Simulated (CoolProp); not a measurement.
The numbers come from the reference Helmholtz-energy equation of state, Gao 2016 in CoolProp.

Problem. For sulfur dioxide, give the phase and the expansivity (1/kK), fugacity coefficient at 251.85 °C and 17.5 MPa; 251.85 °C and 22.5 MPa.

Solution. 
- 251.85 °C and 17.5 MPa: supercritical; expansivity 8.00, fugacity coefficient 0.673
- 251.85 °C and 22.5 MPa: supercritical; expansivity 7.30, fugacity coefficient 0.607
